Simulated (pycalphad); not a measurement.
CALPHAD calculation (pycalphad, COST 507 light-alloy database (1999)), 1 atm. The database dates from 1999; later assessments differ in places, in temperatures and in the compounds included. Amounts are mole fractions of atoms.

Q: Give the equilibrium state of Sn-10.78Si (wt.%) at 1300 K.

A: 
```
T = 1300.00 K, P = 101325 Pa, N = 1 mol of atoms
G = -84357 J/mol, H = 34038 J/mol, S = 91.07 J/(mol K)  (SER reference)
chemical potentials (J/mol): Sn -104106, Si -45678
phase             fraction      x(Sn)      x(Si)
LIQUID              0.6876     0.9628     0.0372
DIAMOND_A4          0.3124    3.6e-07     1.0000
```

DIAMOND_A4 is diamond (Si).
